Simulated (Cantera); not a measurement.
An adiabatic, constant-pressure homogeneous reactor starts with 25.6 % CO, 0.794 % H₂, 0.871 % CH₄, 7.68 % O₂, 51.0 % N₂, 14.1 % H₂O, equivalence ratio 1.9, at 1200 K and 6.30 bar.

Cantera simulation using GRI-Mech 3.0 (53 species, 325 reactions); the numbers are that mechanism's predictions, not measurements.

One state of this run: T (K) = 2254; x CO = 0.130; x H₂ = 0.0241; x CH₄ = 4.81e-12; x OH = 0.000451; x O = 6.11e-6; x CH₂O = 7.94e-9; x C₂H₆ = <1e-12. x: mole fraction; the columns are a selection and need not sum to one.

Q: Which value of t (s) does it belong to?
(A) 0.000585
(B) 0.000115
(C) 0.886
(D) 1.00e-5

A: C, 0.886
